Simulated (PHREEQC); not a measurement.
0.014 g of hydrous ferric oxide (600 m²/g; 0.2 weak and 0.005 strong sites per Fe, Dzombak-Morel constants, diffuse double layer) in 1 kg of water with 0.1 mol/kgw of an inert sodium salt, at 25 °C; the pH is set by adding NaOH or the inert anion's acid. Oxygen alone is held at its pressure in air (log pO2 = -0.68). The system is closed to CO2. No solid was allowed to form.

Base run: PHREEQC, ion-association model, wateq4f.dat. Each further column changes one thing. The table gives surface charge σ (C/m²).

| pH | base | background salt from 0.1 to 0.01 mol/kgw | oxide from 0.014 to 0.07 g/kgw | 1e-05 mol/kgw H3BO3 added |
|---|---|---|---|---|
| 4 | 0.321 | 0.216 | 0.321 | 0.321 |
| 5.33 | 0.177 | 0.088 | 0.177 | 0.177 |
| 6 | 0.111 | 0.049 | 0.111 | 0.111 |
| 7.33 | 0.029 | 0.011 | 0.029 | 0.029 |
| 8.67 | -0.020 | -0.007 | -0.020 | -0.020 |
| 10 | -0.094 | -0.040 | -0.094 | -0.094 |
| 10.67 | -0.154 | -0.075 | -0.154 | -0.154 |
| 12 | -0.306 | -0.229 | -0.306 | -0.306 |
